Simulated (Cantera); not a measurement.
Input (Python, Cantera) and output of one run.

```python
import numpy as np
import cantera as ct

gas_names = """
    I2 PbI2 ALI3 H2 HI
""".split()
cond_names = """
    Pb(cr) Pb(L) AL(cr) AL(L) Mg(cr) Mg(L) MgI2(s) MgI2(L)
""".split()


# ... load() reads the species with a 1 bar reference pressure and builds the phases ...
species = {s.name: s for s in load("nasa_gas.yaml", gas_names) + load("nasa_condensed.yaml", cond_names)}
# Each term lists the table entries of one substance; the one whose range holds T is used.
reactions = {
    'Pb + I2(g) = PbI2(g)':
        [(-1, ['Pb(cr)', 'Pb(L)']), (-1, ['I2']), (1, ['PbI2'])],
    '0.6667 Al + I2(g) = 0.6667 AlI3(g)':
        [(-0.6666666666666666, ['AL(cr)', 'AL(L)']), (-1, ['I2']), (0.6666666666666666, ['ALI3'])],
    'Mg + I2(g) = MgI2':
        [(-1, ['Mg(cr)', 'Mg(L)']), (-1, ['I2']), (1, ['MgI2(s)', 'MgI2(L)'])],
    'H2(g) + I2(g) = 2 HI(g)':
        [(-1, ['H2']), (-1, ['I2']), (2, ['HI'])],
}


def pick(names, T):
    return next(species[n] for n in names if species[n].thermo.min_temp <= T <= species[n].thermo.max_temp)


results = []
for label, terms in reactions.items():
    print(label)
    print("     T/K   dH/kJ  dS/(J/K)   dG/kJ   log10 K")
    for T in [300, 948, 998, 1048, 1098, 1148, 1198, 1248, 1298, 1348, 1398]:
        used = [(nu, pick(names, T)) for nu, names in terms]
        dH = sum(nu * s.thermo.h(T) for nu, s in used) / 1e6
        dS = sum(nu * s.thermo.s(T) for nu, s in used) / 1e3
        dG = dH - T * dS / 1e3
        logK = -dG * 1e6 / (ct.gas_constant * T * np.log(10))
        results.append((label, T, dH, dS, dG, logK, [s.name for _, s in used]))
        print(f"{T:8g} {dH:8.1f} {dS:8.1f} {dG:8.1f} {logK:8.2f}")
```

It prints:

```
Pb + I2(g) = PbI2(g)
     T/K   dH/kJ  dS/(J/K)   dG/kJ   log10 K
     300    -65.6     34.0    -75.8    13.20
     948    -76.1     16.3    -91.6     5.05
     998    -76.6     15.8    -92.4     4.84
    1048    -77.1     15.4    -93.2     4.65
    1098    -77.5     15.0    -94.0     4.47
    1148    -78.0     14.6    -94.7     4.31
    1198    -78.4     14.2    -95.4     4.16
    1248    -78.9     13.8    -96.1     4.02
    1298    -79.4     13.4    -96.8     3.90
    1348    -79.8     13.1    -97.5     3.78
    1398    -80.3     12.7    -98.1     3.67
0.6667 Al + I2(g) = 0.6667 AlI3(g)
     T/K   dH/kJ  dS/(J/K)   dG/kJ   log10 K
     300   -191.3    -30.5   -182.1    31.71
     948   -200.2    -40.8   -161.5     8.90
     998   -200.4    -41.0   -159.4     8.34
    1048   -200.6    -41.2   -157.4     7.84
    1098   -200.8    -41.4   -155.3     7.39
    1148   -201.0    -41.6   -153.2     6.97
    1198   -201.2    -41.8   -151.1     6.59
    1248   -201.5    -42.0   -149.0     6.24
    1298   -201.7    -42.2   -146.9     5.91
    1348   -201.9    -42.4   -144.8     5.61
    1398   -202.2    -42.5   -142.7     5.33
Mg + I2(g) = MgI2
     T/K   dH/kJ  dS/(J/K)   dG/kJ   log10 K
     300   -429.3   -163.4   -380.3    66.22
     948   -397.2   -121.1   -282.4    15.56
     998   -395.8   -119.7   -276.4    14.46
    1048   -394.4   -118.3   -270.4    13.48
    1098   -393.0   -117.0   -264.5    12.58
    1148   -391.6   -115.8   -258.7    11.77
    1198   -390.2   -114.6   -253.0    11.03
    1248   -388.9   -113.5   -247.3    10.35
    1298   -387.5   -112.4   -241.6     9.72
    1348   -386.1   -111.4   -236.0     9.15
    1398   -384.8   -110.4   -230.5     8.61
H2(g) + I2(g) = 2 HI(g)
     T/K   dH/kJ  dS/(J/K)   dG/kJ   log10 K
     300     -9.7     21.8    -16.2     2.83
     948    -13.4     14.6    -27.2     1.50
     998    -13.5     14.5    -28.0     1.46
    1048    -13.6     14.4    -28.7     1.43
    1098    -13.7     14.3    -29.4     1.40
    1148    -13.8     14.2    -30.1     1.37
    1198    -13.8     14.2    -30.8     1.34
    1248    -13.9     14.1    -31.5     1.32
    1298    -13.9     14.1    -32.2     1.30
    1348    -14.0     14.1    -32.9     1.28
    1398    -14.0     14.0    -33.6     1.26
```

Source: NASA polynomial tables (part measured, part estimated), evaluated in Cantera. Condensed species are held in their standard states even where they would react or evaporate.
